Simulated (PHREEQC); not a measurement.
Model water analysis in mg/kgw, 50 °C, pH 6.89:

```
constituent         mg/kgw
------------------  ------
Na                    4360
K                     2140
Ca                     597
Mg                     398
Cl                   10100
S(6) as SO4           1880
Alkalinity as HCO3   0.555
```

Valence states are taken as typed.

Equilibrium calculation in PHREEQC: Pitzer model, pitzer.dat.

Precipitation was switched off in this run.

Task: Order these C species by the share of C that they hold, largest first: CO2, CO3-2, HCO3-, MgCO3.

Result: HCO3- (86 %), CO2 (14 %), CO3-2 (0.21 %), MgCO3 (0.14 %)

The pH is 6.89 and the ionic strength 0.366 mol/kgw. Complexes and solids missing from the database can't appear. At this temperature some constants are extrapolated from 25 °C, and those without enthalpy data are left unchanged.
